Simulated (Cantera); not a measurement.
Feed: 1 mol HBr, 0.031 mol O₂, equilibrated at 2048.15 K and 4000 Pa.

Cantera equilibrium calculation (NASA polynomials, part measured and part estimated; ideal gas, pure solids and liquids). Candidate condensed phases: Br₂, H₂O; 12 gas species. Rates play no part.

Base state: HBr 0.482, Br 0.343, H₂ 0.119, H₂O 0.0511, H 0.00387, Br₂ 0.000712, OH 0.000181 (mole fractions); condensed: gas only.

What changes in the equilibrium state with this change: pressure from 4000 Pa to 1330 Pa?


```
species    before     after
-------  --------  --------
Br          0.343     0.411
HBr         0.482     0.378
H₂          0.119     0.153
H₂O        0.0511    0.0487
Br₂      0.000712  0.000341
H         0.00387   0.00760
OH       0.000181  0.000263
```

What changes in the equilibrium state with this change: HBr replaced by SF₆?


```
species   before    after
-------  -------  -------
F              0    0.797
SF₂            0    0.163
SF₃            0   0.0170
HBr        0.482        0
Br         0.343        0
H₂         0.119        0
H₂O       0.0511        0
SOF₂           0  0.00943
SF             0  0.00543
SF₄            0  0.00527
H        0.00387        0
SO₂            0  0.00120
```
The tables' values for SF₃, SOF₂, S₂F₂ (SSF₂), FS₂F (FSSF) are old estimates; treat these amounts as uncertain. Further candidate phases: S.

What changes in the equilibrium state with this change: temperature from 2048.15 K to 2250 K?


```json
[
 {"species": "Br", "before": "0.343", "after": "0.444"},
 {"species": "HBr", "before": "0.482", "after": "0.325"},
 {"species": "H₂", "before": "0.119", "after": "0.168"},
 {"species": "H", "before": "0.00387", "after": "0.0152"},
 {"species": "H₂O", "before": "0.0511", "after": "0.0470"},
 {"species": "O", "before": "4.23e-6", "after": "4.01e-5"},
 {"species": "OH", "before": "0.000181", "after": "0.000641"},
 {"species": "Br₂", "before": "0.000712", "after": "0.000410"}
]
```
